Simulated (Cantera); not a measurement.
A freely propagating, adiabatic, planar premixed flame of 13.8 % CH₃OH, 18.7 % O₂, 67.5 % N₂, equivalence ratio 1.1, unburnt at 375 K and 1.20 bar; mixture-averaged transport, grid criteria slope 0.08 and curve 0.16, no radiation.

Cantera simulation using GRI-Mech 3.0 (53 species, 325 reactions); the numbers are that mechanism's predictions, not measurements. GRI-Mech 3.0 was tuned for natural gas; its chemistry of methanol as a main component is partial and can be far from experiment. Burning velocities carry a grid error of a few per cent, more on coarse grids.

Q: Predict: laminar burning velocity; thermal thickness; peak x(CH₄); peak x(O); peak x(C₂H).

A: 
| Item | Result |
|---|---|
| laminar burning velocity | 69.7 cm/s |
| thermal thickness | 0.239 mm |
| peak x(CH₄) | 0.000172 |
| peak x(O) | 0.00373 |
| peak x(C₂H) | <1e-8 |
